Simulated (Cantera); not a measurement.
Input: 1 mol borazine, 0.34 mol H2O, 0.5 mol N2, held at 0.170 bar.

Method: chemical equilibrium by Gibbs-energy minimisation in Cantera with the NASA 1993 tables (ideal gas, pure condensed phases). Candidate condensed phases: B, BN, B2O3, B3O3H3, H2O; 39 gas species. The feed counts by its element totals alone. The tables' values for BH2 are old estimates; treat these amounts as uncertain. Rates play no part.

Q: At 1800 °C, list the 4 most abundant gas species with their mole fractions, and the condensed phases.

A: H2 0.770, N2 0.158, HBO 0.0495, B2O2 0.00781. Condensed: BN(s).
